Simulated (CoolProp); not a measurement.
A single-stage vapour-compression cycle with the fluid: evaporating at 293.15 K (dew point), condensing at 334.15 K (bubble point), superheat 2 K, subcooling 2 K, compressor efficiency 0.6, no pressure losses. The same conditions are run with several fluids, on thermodynamics alone (safety and materials aside).

The numbers come from the reference Helmholtz-energy equation of state of each fluid (the fluoroketone C6F12O (FK-5-1-12): McLinden 2015; tetrahydrofuran: Fiedler 2023; R141b: Lemmon 2006; fluoroethane (R161): Wu 2012; R143a: Lemmon and Jacobsen 2000; R142b: Lemmon 2006) in CoolProp.

Task: Rank the fluoroketone C6F12O (FK-5-1-12), tetrahydrofuran, R141b, fluoroethane (R161), R143a, R142b by cooling COP, highest first.

Result: tetrahydrofuran (3.90), R141b (3.79), R142b (3.57), fluoroethane (R161) (3.38), the fluoroketone C6F12O (FK-5-1-12) (3.05), R143a (2.73)

| fluid | pressure ratio | discharge temperature (K) | refrigerating effect (kJ/kg) | volumetric capacity (kJ/m³) |
|---|---|---|---|---|
| the fluoroketone C6F12O (FK-5-1-12) | 4.62 | 334.1 | 54.5 | 235 |
| tetrahydrofuran | 4.98 | 376.8 | 382 | 195 |
| R141b | 3.90 | 359.3 | 184 | 587 |
| fluoroethane (R161) | 2.75 | 365.5 | 257 | 4740 |
| R143a | 2.66 | 351.7 | 97.2 | 4770 |
| R142b | 3.11 | 352.8 | 154 | 1990 |

The compression ends wet for: the fluoroketone C6F12O (FK-5-1-12).
